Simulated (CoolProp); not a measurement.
Vapour-liquid equilibrium of acetone (1) + p-xylene (2) at 0.386 MPa; x and y are mole fractions of (1).

The numbers come from the multi-fluid Helmholtz-energy mixture model, Lemmon 2006 and Zhou 2012; pair parameters Bell 2016 in CoolProp.

**Question.** Give the bubble temperature and the first vapour's composition at x = 0.2, 0.35, 0.5. Is there an azeotrope?

**Answer.** x = 0.2: 421.8 K, y = 0.688; x = 0.35: 405.7 K, y = 0.820; x = 0.5: 395.6 K, y = 0.885. No azeotrope shows between x = 0.05 and 0.95.

Pair parameters are fitted to limited data, so mixtures are less certain than the pure fluids.
